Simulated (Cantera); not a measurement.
A closed system holds: 1 mol Al, 2.5 mol Cl2, equilibrated at 977 °C and 0.00650 bar.

Equilibrium computed with Cantera from the NASA thermochemical tables; the gas is ideal and each condensed phase is pure. Candidate condensed phases: Al, AlCl3; 8 gas species. Equilibrium is a limit: real reactors are often held back by kinetics, nucleation or transport.

Base state: AlCl3 0.484, Cl2 0.451, Cl 0.0650 (mole fractions); condensed: gas only.

Q: What changes in the equilibrium state with this change: temperature from 977 °C to 852 °C?

A: 
```tsv
species	before	after
AlCl3	0.484	0.496
Cl2	0.451	0.487
Cl	0.0650	0.0178
Al2Cl6	9.95e-6	3.46e-5
```
